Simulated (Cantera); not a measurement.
A perfectly stirred reactor is fed with C3H8 : O2 : N2 = 1 : 7.58 : 56.8 (molar parts), equivalence ratio 0.66, at 315 Torr; it is adiabatic with a 800 K inlet, and is followed from long to short residence time, starting on the burning branch (τ in s: 0.092, 0.042, 0.019, 0.009, 0.0041, 0.0019, 0.00087, 0.0004, 0.00019, 8.5e-05).

Detailed kinetics in Cantera: GRI-Mech 3.0 (53 species, 325 reactions). GRI-Mech 3.0 was tuned for natural gas; its chemistry of propane as a main component is partial and can be far from experiment.

What does this change do: 1.3 parts H2O added?


```csv
quantity,before,after
"blow-out, bracketed by the residence times tried","burning at 0.870 ms, out at 0.400 ms","burning at 0.870 ms, out at 0.400 ms"
x(C3H8) at τ = 92.0 ms,1.34e-6,1.48e-6
x(O2) at τ = 92.0 ms,0.0391,0.0383
x(CH2O) at τ = 92.0 ms,1.02e-6,1.02e-6
x(C2H2) at τ = 92.0 ms,8.59e-7,1.18e-6
x(NO) at τ = 92.0 ms,1.10e-5,8.08e-6
x(C3H8) at τ = 1.90 ms,1.88e-5,2.05e-5
x(O2) at τ = 1.90 ms,0.0430,0.0423
x(CH2O) at τ = 1.90 ms,1.76e-5,1.79e-5
x(C2H2) at τ = 1.90 ms,3.94e-6,5.25e-6
x(NO) at τ = 1.90 ms,6.36e-6,5.44e-6
```

What does this change do: 5 parts H2O added?


```tsv
quantity	before	after
blow-out, bracketed by the residence times tried	burning at 0.870 ms, out at 0.400 ms	burning at 0.870 ms, out at 0.400 ms
x(C3H8) at τ = 92.0 ms	1.34e-6	1.86e-6
x(O2) at τ = 92.0 ms	0.0391	0.0363
x(CH2O) at τ = 92.0 ms	1.02e-6	1.09e-6
x(C2H2) at τ = 92.0 ms	8.59e-7	2.18e-6
x(NO) at τ = 92.0 ms	1.10e-5	3.91e-6
x(C3H8) at τ = 1.90 ms	1.88e-5	2.59e-5
x(O2) at τ = 1.90 ms	0.0430	0.0406
x(CH2O) at τ = 1.90 ms	1.76e-5	1.96e-5
x(C2H2) at τ = 1.90 ms	3.94e-6	9.37e-6
x(NO) at τ = 1.90 ms	6.36e-6	3.48e-6
```

What does this change do: inlet temperature 800 to 550 K?


```json
[
 {"quantity": "blow-out, bracketed by the residence times tried", "before": "burning at 0.870 ms, out at 0.400 ms", "after": "burning at 1.90 ms, out at 0.870 ms"},
 {"quantity": "x(C3H8) at τ = 92.0 ms", "before": "1.34e-6", "after": "3.47e-6"},
 {"quantity": "x(O2) at τ = 92.0 ms", "before": "0.0391", "after": "0.0392"},
 {"quantity": "x(CH2O) at τ = 92.0 ms", "before": "1.02e-6", "after": "2.01e-6"},
 {"quantity": "x(C2H2) at τ = 92.0 ms", "before": "8.59e-7", "after": "1.00e-6"},
 {"quantity": "x(NO) at τ = 92.0 ms", "before": "1.10e-5", "after": "2.16e-6"},
 {"quantity": "x(C3H8) at τ = 1.90 ms", "before": "1.88e-5", "after": "7.45e-5"},
 {"quantity": "x(O2) at τ = 1.90 ms", "before": "0.0430", "after": "0.0468"},
 {"quantity": "x(CH2O) at τ = 1.90 ms", "before": "1.76e-5", "after": "4.62e-5"},
 {"quantity": "x(C2H2) at τ = 1.90 ms", "before": "3.94e-6", "after": "7.88e-6"},
 {"quantity": "x(NO) at τ = 1.90 ms", "before": "6.36e-6", "after": "1.04e-6"}
]
```
